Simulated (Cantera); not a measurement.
Charge: 1 mol Ti, 0.0012 mol O2, 3.4 mol H2, a varied amount of H2O, held at 19.0 Pa.

Cantera equilibrium calculation (NASA polynomials, part measured and part estimated; ideal gas, pure solids and liquids). Candidate condensed phases: H2O, Ti, TiO, TiO2, Ti2O3, Ti3O5, Ti4O7; 12 gas species. Each liquid is taken as pure. Mutual solubility and eutectic melting of coexisting phases are not modelled. TiO: taken at fixed stoichiometry. Condensed phases not in the tables: Magnéli phases beyond Ti4O7, N, O or C dissolved in the metal. Equilibrium is a limit: real reactors are often held back by kinetics, nucleation or transport.

**Question.** What condenses at these points (T in K, n(H2O) in mol): (1998, 0.011); (1948, 2.2); (2048, 0.011); (1698, 2.2); (2048, 4.8); (1748, 0.051); (1748, 1); (1898, 4.8)?

**Answer.** 
```json
[
 {"T (K)": "1998", "n(H2O) in mol": "0.011", "condensed phases": "Ti", "Ti condensed (%)": "79.2"},
 {"T (K)": "1948", "n(H2O) in mol": "2.2", "condensed phases": "Ti3O5 + Ti4O7", "Ti condensed (%)": "99.8"},
 {"T (K)": "2048", "n(H2O) in mol": "0.011", "condensed phases": "Ti", "Ti condensed (%)": "58.8"},
 {"T (K)": "1698", "n(H2O) in mol": "2.2", "condensed phases": "TiO2 + Ti4O7", "Ti condensed (%)": "100.0"},
 {"T (K)": "2048", "n(H2O) in mol": "4.8", "condensed phases": "Ti4O7", "Ti condensed (%)": "97.6"},
 {"T (K)": "1748", "n(H2O) in mol": "0.051", "condensed phases": "Ti + TiO", "Ti condensed (%)": "99.6"},
 {"T (K)": "1748", "n(H2O) in mol": "1", "condensed phases": "TiO + Ti2O3", "Ti condensed (%)": "100.0"},
 {"T (K)": "1898", "n(H2O) in mol": "4.8", "condensed phases": "TiO2", "Ti condensed (%)": "99.9"}
]
```
